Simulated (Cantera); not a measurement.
Charge: 1 mol Si, 1.5 mol H₂, held at 775 °C and 75.0 Torr.

Method: chemical equilibrium by Gibbs-energy minimisation in Cantera with the NASA 1993 tables (ideal gas, pure condensed phases). Candidate condensed phases: Si; 9 gas species. Equilibrium is a limit: real reactors are often held back by kinetics, nucleation or transport.

Task: What is the equilibrium state?

Result: 
| Property | Result |
|---|---|
| x(H₂) | 1.00 |
| n(Si(s)) | 1.00 mol |
| gas amount | 1.500 mol |
